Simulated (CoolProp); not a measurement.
Saturation properties of water (Tc = 647.1 K, pc = 22060 kPa, ω = 0.344).

Computed with CoolProp (reference Helmholtz-energy equation of state, Wagner 2002).

```tsv
T (K)	p (kPa)	liquid density (kg/m³)	enthalpy of vaporisation (kJ/kg)	vapour Z	liquid viscosity (µPa s)
414.9	379.8	924.6	2139	0.9629	194
420.5	443.3	919.5	2122	0.9589	186
426	513.7	914.3	2105	0.9547	179
431.6	594.2	909.0	2087	0.9501	172
437.1	682.9	903.6	2069	0.9453	166
442.7	783.6	897.9	2050	0.9401	160
448.2	893.7	892.2	2032	0.9346	155
453.8	1018	886.3	2012	0.9288	150
459.3	1153	880.3	1992	0.9227	145
464.9	1304	874.1	1971	0.9161	141
470.4	1467	867.8	1950	0.9094	137
```

It boils at 373.1 K under 1 atm.

Viscosity comes from a separate model (Huber 2009).
